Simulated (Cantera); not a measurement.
**Thermodynamics of aluminium nitride and oxide growth, feed AlCl3 + H2O + H2**

Charge: 1 mol AlCl3, 1.9 mol H2O, 3.1 mol H2, at 58.0 Pa.

These are equilibrium values from Cantera (NASA tables, ideal gas, pure condensed phases), not measurements of a reactor. Candidate condensed phases: Al, AlCl3, Al2O3, H2O; 29 gas species. The tables' values for AlCl2 are old estimates; treat these amounts as uncertain. Equilibrium is a limit: real reactors are often held back by kinetics, nucleation or transport.

| T (°C) | log p H2 | log p HCl | log p H2O | log p H | log p Cl | n Al2O3(s) |
|---|---|---|---|---|---|---|
| 1125 | -3.56 | -3.57 | -4.45 | -7.10 | -7.20 | 0.500 |
| 1175 | -3.56 | -3.57 | -4.45 | -6.81 | -6.92 | 0.500 |
| 1225 | -3.56 | -3.57 | -4.45 | -6.54 | -6.65 | 0.500 |
| 1275 | -3.56 | -3.57 | -4.45 | -6.29 | -6.40 | 0.500 |
| 1325 | -3.56 | -3.57 | -4.45 | -6.05 | -6.17 | 0.500 |
| 1375 | -3.56 | -3.58 | -4.45 | -5.83 | -5.95 | 0.500 |
| 1425 | -3.56 | -3.58 | -4.45 | -5.62 | -5.75 | 0.500 |
| 1475 | -3.56 | -3.58 | -4.45 | -5.42 | -5.55 | 0.500 |
| 1525 | -3.56 | -3.58 | -4.45 | -5.23 | -5.37 | 0.500 |
| 1575 | -3.57 | -3.59 | -4.45 | -5.06 | -5.20 | 0.500 |
| 1625 | -3.57 | -3.60 | -4.46 | -4.89 | -5.04 | 0.499 |
| 1675 | -3.57 | -3.61 | -4.46 | -4.73 | -4.89 | 0.499 |
log p: log10 of the partial pressure in bar; n: condensed amount in mol.

From 1125 °C to 1675 °C the condensed part is Al2O3(s). The main Al-bearing gas is AlCl3 at 1125 °C and AlCl at 1675 °C.
